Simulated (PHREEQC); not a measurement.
**Brine: an equilibrium model**

Consider water at 25 °C with 3.5 mol H2SO4, 0.28 mol K2SO4 and 0.0018 mol H4SiO4 per kg of water. Closed to the air; pH follows from the charge balance.

The numbers come from PHREEQC with the Pitzer model, pitzer.dat.

No solid was allowed to form.

Estimate the pH.

pH -1.31.

In which forms is S present?

HSO4- 86 %, SO4-2 14 % of the S.

Examples of supersaturated solids here: SiO2(a). Others may be too. In brines, pH and single-ion activities rest on the MacInnes convention.
